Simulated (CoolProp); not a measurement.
Vapour-liquid equilibrium of R22 (1) + C3F8 (R218) (2) at 0.26 MPa; x and y are mole fractions of (1).

Model: multi-fluid Helmholtz-energy mixture model, Kamei 1995 and Lemmon 2006; pair parameters Bell 2016, in CoolProp.

```
x     bubble temperature (K)  y at the bubble point  dew temperature at overall composition x (K)  liquid density (mol/L)
----  ----------------------  ---------------------  --------------------------------------------  ----------------------
0.05                   256.8                  0.131                                         258.5                   8.311
0.15                   252.8                  0.313                                         256.4                   8.810
0.25                   250.4                  0.425                                         254.2                   9.328
0.35                   249.1                  0.497                                         252.0                   9.882
0.45                   248.4                  0.546                                         249.9                   10.49
0.55                   248.1                  0.584                                         248.3                   11.18
0.65                   248.1                  0.619                                         248.3                   11.96
0.75                   248.4                  0.661                                         249.7                   12.84
0.85                   249.4                  0.729                                         251.6                   13.84
0.95                   252.0                  0.868                                         253.7                   14.95
```

y crosses x between x = 0.55 and 0.65: the model has an azeotrope there.

The pair parameters rest on a limited set of measurements; away from them the model extrapolates.
